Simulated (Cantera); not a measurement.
A perfectly stirred reactor is fed with CH4 : H2O = 1 : 0.7 (molar parts), at 48000 Pa; it is held at 1623 K, and followed from long to short residence time.

Cantera simulation using GRI-Mech 3.0 (53 species, 325 reactions); the numbers are that mechanism's predictions, not measurements. GRI-Mech 3.0 stops at C3 and has no aromatics, soot or wall deposition, so with more carbon than oxygen in the feed, carbon stays in small species such as C2H2 where larger ones or solid carbon would form.

Q: What does this change do: temperature 1623 to 1500 K?

A: 
| quantity | before | after |
|---|---|---|
| x(CH4) at τ = 26.0 s | 0.0261 | 0.0810 |
| x(H2O) at τ = 26.0 s | 0.0484 | 0.145 |
| x(H2O2) at τ = 26.0 s | <1e-12 | <1e-12 |
| x(C2H4) at τ = 26.0 s | 0.00179 | 0.00674 |
| x(HO2) at τ = 26.0 s | <1e-12 | <1e-12 |
| x(CH4) at τ = 54.0 ms | 0.299 | 0.524 |
| x(H2O) at τ = 54.0 ms | 0.333 | 0.397 |
| x(H2O2) at τ = 54.0 ms | <1e-12 | <1e-12 |
| x(C2H4) at τ = 54.0 ms | 0.00480 | 0.00561 |
| x(HO2) at τ = 54.0 ms | <1e-12 | <1e-12 |

Q: What does this change do: pressure from 48000 Pa to 13300 Pa?

A: 
```
quantity                 before     after
----------------------  -------  --------
x(CH4) at τ = 26.0 s     0.0261    0.0243
x(H2O) at τ = 26.0 s     0.0484    0.0681
x(H2O2) at τ = 26.0 s    <1e-12    <1e-12
x(C2H4) at τ = 26.0 s   0.00179  0.000624
x(HO2) at τ = 26.0 s     <1e-12    <1e-12
x(CH4) at τ = 54.0 ms     0.299     0.360
x(H2O) at τ = 54.0 ms     0.333     0.352
x(H2O2) at τ = 54.0 ms   <1e-12    <1e-12
x(C2H4) at τ = 54.0 ms  0.00480   0.00626
x(HO2) at τ = 54.0 ms    <1e-12    <1e-12
```

Q: What does this change do: H2O 0.7 to 0.23 parts?

A: 
```tsv
quantity	before	after
x(CH4) at τ = 26.0 s	0.0261	0.0351
x(H2O) at τ = 26.0 s	0.0484	0.0103
x(H2O2) at τ = 26.0 s	<1e-12	<1e-12
x(C2H4) at τ = 26.0 s	0.00179	0.00460
x(HO2) at τ = 26.0 s	<1e-12	<1e-12
x(CH4) at τ = 54.0 ms	0.299	0.405
x(H2O) at τ = 54.0 ms	0.333	0.144
x(H2O2) at τ = 54.0 ms	<1e-12	<1e-12
x(C2H4) at τ = 54.0 ms	0.00480	0.00700
x(HO2) at τ = 54.0 ms	<1e-12	<1e-12
```
